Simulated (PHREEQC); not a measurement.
Model water analysis in mg/L, 25 °C, pH 2.79, pe 8.7:

```json
[
 {"constituent": "Na", "mg/L": "81.6"},
 {"constituent": "K", "mg/L": "4.1"},
 {"constituent": "Ca", "mg/L": "482"},
 {"constituent": "Mg", "mg/L": "244"},
 {"constituent": "Cl", "mg/L": "590"},
 {"constituent": "S(6) as SO4", "mg/L": "2060"},
 {"constituent": "Cd", "mg/L": "115"},
 {"constituent": "Al", "mg/L": "74.6"},
 {"constituent": "Cu(2)", "mg/L": "1.05"},
 {"constituent": "N(5) as NO3", "mg/L": "0.874"}
]
```

Na is adjusted to close the charge balance.
Valence states are taken as typed.

Model: ion-association model, phreeqc.dat, run in PHREEQC.

Problem. The ionic strength comes out as 0.0690 mol/kgw. What activity coefficients do NaSO4-, Cd(SO4)2-2, Cd+2, Mg+2, AlSO4+ get?

Solution. NaSO4- 0.81, Cd(SO4)2-2 0.41, Cd+2 0.41, Mg+2 0.45, AlSO4+ 0.80.

Precipitation was switched off in this run.
